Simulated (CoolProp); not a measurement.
Properties of n-hexane along the isotherm 541.7 K.

Values from CoolProp's reference Helmholtz-energy equation of state, Thol 2019.

| p (kPa) | phase | cp (kJ/(kg K)) | cv (kJ/(kg K)) | expansivity (1/kK) | viscosity (µPa s) |
|---|---|---|---|---|---|
| 4.81 | gas | 2.691 | 2.594 | 1.849 | 11.3 |
| 9.12 | gas | 2.691 | 2.594 | 1.851 | 11.3 |
| 17.3 | gas | 2.692 | 2.595 | 1.856 | 11.3 |
| 32.8 | gas | 2.693 | 2.595 | 1.866 | 11.3 |
| 62.2 | gas | 2.695 | 2.596 | 1.884 | 11.3 |
| 118 | gas | … | 2.597 | 1.918 | 11.3 |
| 223 | gas | 2.707 | 2.600 | 1.986 | 11.3 |
| 424 | gas | 2.723 | 2.605 | … | 11.4 |
| 803 | gas | 2.758 | 2.616 | 2.433 | 11.8 |
| 1520 | gas | 2.850 | … | 3.240 | 13.0 |

Task: Fill in the missing entries.

Result: 
- 118, cp (kJ/(kg K)): 2.699
- 424, expansivity (1/kK): 2.125
- 1520, cv (kJ/(kg K)): 2.640

Viscosity comes from a separate model (Michailidou 2013).
